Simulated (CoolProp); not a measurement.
Properties of nitrogen along the isotherm 128.5 K (Tc = 126.2 K, pc = 3.396 MPa, ω = 0.037).

Values from CoolProp's reference Helmholtz-energy equation of state, Span 2000.

```tsv
p (MPa)	phase	speed of sound (m/s)	Joule-Thomson coefficient (K/MPa)	expansivity (1/kK)	Prandtl number	fugacity coefficient
0.0161	gas	(withheld)	10.16	7.817	0.759	0.9985
0.0305	gas	230.7	10.16	7.848	0.760	0.9972
0.0579	gas	230.4	10.17	7.909	0.763	0.9947
0.11	gas	(withheld)	10.18	8.026	0.768	0.9898
0.208	gas	228.8	10.20	8.255	0.777	0.9808
0.394	gas	226.8	10.23	8.724	0.795	0.9638
0.748	gas	222.7	10.29	9.766	0.833	0.9316
1.42	gas	214.5	10.36	12.55	0.925	0.8710
2.69	gas	196.1	10.07	26.44	(withheld)	0.7571
5.09	supercritical	320.5	1.498	30.33	2.42	0.5226
```

Fill in the missing entries.


- 0.0161, speed of sound (m/s): 230.9
- 0.11, speed of sound (m/s): 229.9
- 2.69, Prandtl number: 1.33

Viscosity comes from a separate model (Lemmon 2004). Thermal conductivity comes from a separate model (Lemmon 2004).
